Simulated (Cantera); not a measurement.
Charge: 1 mol SiO2, 0.47 mol H2, at 1330 Pa.

Equilibrium computed with Cantera from the NASA thermochemical tables; the gas is ideal and each condensed phase is pure. Candidate condensed phases: H2O, Si, SiO2; 18 gas species. The tables hold silica as quartz up to 1696 K and as liquid above; real silica turns to tridymite and cristobalite and melts near 1996 K. The numbers say what is thermodynamically allowed, not how fast it happens. All values below are at 1750 K.

Base state: H2 0.983, SiO 0.00769, H2O 0.00769, H 0.00200 (mole fractions); condensed: SiO2(condensed).

**Question.** What changes in the equilibrium state with this change: pressure from 1330 Pa to 2900 Pa?

**Answer.** 
```
species                before    after
--------------------  -------  -------
H2                      0.983    0.988
SiO                   0.00769  0.00523
H2O                   0.00769  0.00523
H                     0.00200  0.00136
SiO2(condensed), mol    0.996    0.998
```
